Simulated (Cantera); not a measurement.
Mixture: 14.0 % CH4, 15.6 % O2, 58.6 % N2, 11.8 % H2O, at 370000 Pa, adiabatic and at constant pressure. Ignition delay is the time to a rise of 400 K.

Detailed kinetics in Cantera: GRI-Mech 3.0 (53 species, 325 reactions).

### Question
Predict: delay at 1298 K; delay at 1398 K; delay at 1498 K; delay at 1598 K; delay at 1698 K; apparent activation energy between 1648 and 1748 K.

### Answer
```json
{
  "delay at 1298 K": "7.02 ms",
  "delay at 1398 K": "2.29 ms",
  "delay at 1498 K": "0.780 ms",
  "delay at 1598 K": "0.280 ms",
  "delay at 1698 K": "0.109 ms",
  "apparent activation energy between 1648 and 1748 K": "210 kJ/mol"
}
```
